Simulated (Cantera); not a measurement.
A closed system holds: 1 mol Si3N4, 0.21 mol N2O, 440 mol H2, equilibrated at 2175 K and 14.0 Pa.

Cantera equilibrium calculation (NASA polynomials, part measured and part estimated; ideal gas, pure solids and liquids). Candidate condensed phases: H2O, Si, SiO2, Si2N2O, Si3N4; 35 gas species. Kinetics and transport are ignored.

Base state: H2 0.656, H 0.334, Si 0.00519, N2 0.00413, SiO 0.000393, SiH 2.31e-5 (mole fractions); condensed: gas only.

Problem. What changes in the equilibrium state with this change: Si3N4 replaced by SiC?

Solution. 
```
species            before     after
----------------  -------  --------
H2                  0.656     0.661
H                   0.334     0.335
Si                0.00519   0.00182
N2                0.00413  0.000272
C2H2 (acetylene)        0  0.000546
CO                      0  0.000396
HCN                     0  0.000227
SiC2                    0   5.87e-5
HNC                     0   1.72e-5
```
Further candidate phases: C, C6H6, C7H8, C8H18, SiC.
